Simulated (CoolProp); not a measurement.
Vapour-liquid equilibrium of CHF3 (R23) (1) + R125 (2) at 9.74 bar; x and y are mole fractions of (1).

Model: multi-fluid Helmholtz-energy mixture model, Penoncello 2003 and Lemmon 2005; pair parameters Bell 2016, in CoolProp.

| x | bubble temperature, mixture model (°C) | bubble temperature, Raoult's law (°C) | y, mixture model | y, Raoult's law |
|---|---|---|---|---|
| 0.05 | 9.1 | 8.2 | 0.116 | 0.159 |
| 0.125 | 4.4 | 2.7 | (withheld) | 0.344 |
| 0.2 | 0.0 | -2.1 | 0.404 | 0.484 |
| 0.275 | -4.2 | -6.3 | 0.516 | 0.592 |
| 0.35 | -8.1 | -10.0 | 0.610 | 0.678 |
| 0.425 | -11.6 | -13.3 | 0.688 | 0.746 |
| 0.5 | -14.9 | -16.3 | (withheld) | 0.802 |
| 0.575 | (withheld) | -19.1 | 0.808 | 0.848 |
| 0.65 | -20.6 | -21.6 | 0.854 | 0.886 |
| 0.725 | -23.1 | -23.9 | 0.894 | 0.918 |
| 0.8 | -25.5 | -26.0 | 0.928 | 0.945 |
| 0.875 | -27.7 | -28.0 | 0.957 | 0.968 |
| 0.95 | -29.7 | -29.8 | 0.984 | 0.988 |

### Question
What belongs in the gaps?

### Answer

- 0.125, y, mixture model: 0.272
- 0.5, y, mixture model: 0.753
- 0.575, bubble temperature, mixture model (°C): -17.9

The largest gap from Raoult's law is +2.1 K in bubble temperature, at x = 0.275. No azeotrope shows between x = 0.05 and 0.95.

Pair parameters are fitted to limited data, so mixtures are less certain than the pure fluids.
